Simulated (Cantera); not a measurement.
Charge: 1 mol Al₂O₃, 0.45 mol SiCl₄, 5.5 mol F₂, held at 0.100 bar.

Cantera equilibrium calculation (NASA polynomials, part measured and part estimated; ideal gas, pure solids and liquids). Candidate condensed phases: Al, AlCl₃, AlF₃, Al₂O₃, Al₂SiO₅, Al₆Si₂O₁₃, Si, SiO₂; 46 gas species. Equilibrium is a limit: real reactors are often held back by kinetics, nucleation or transport.

x: gas mole fraction; nothing condenses.

| T (K) | x F | x AlF₃ | x ClF | x O₂ | x Cl | x AlF₂O | x SiF₄ | x Cl₂ |
|---|---|---|---|---|---|---|---|---|
| 1425 | 0.210 | 0.265 | 0.238 | 0.206 | 0.00604 | 0.00519 | 0.0625 | 0.00309 |
| 1475 | 0.221 | 0.262 | 0.225 | 0.202 | 0.0114 | 0.00822 | 0.0618 | 0.00536 |
| 1525 | 0.237 | 0.256 | 0.208 | 0.197 | 0.0197 | 0.0122 | 0.0609 | 0.00815 |
| 1575 | 0.256 | 0.247 | 0.186 | 0.191 | 0.0313 | 0.0171 | 0.0598 | 0.0110 |
| 1625 | 0.277 | 0.236 | (withheld) | 0.184 | (withheld) | (withheld) | 0.0585 | (withheld) |
| 1675 | 0.299 | 0.224 | 0.136 | 0.175 | 0.0638 | 0.0296 | 0.0571 | 0.0144 |
| 1725 | 0.322 | 0.210 | 0.110 | 0.167 | 0.0831 | 0.0371 | 0.0556 | 0.0145 |
| 1775 | 0.343 | 0.195 | (withheld) | 0.158 | (withheld) | (withheld) | 0.0542 | (withheld) |
| 1825 | 0.363 | 0.180 | 0.0668 | 0.149 | 0.121 | 0.0545 | 0.0529 | 0.0116 |
| 1875 | 0.381 | 0.165 | 0.0502 | 0.140 | 0.137 | 0.0642 | 0.0517 | 0.00957 |

Task: Complete the blanks.

Result: 
- 1625, x ClF: 0.161
- 1625, x Cl: 0.0462
- 1625, x AlF₂O: 0.0229
- 1625, x Cl₂: 0.0132
- 1775, x ClF: 0.0870
- 1775, x Cl: 0.103
- 1775, x AlF₂O: 0.0454
- 1775, x Cl₂: 0.0134
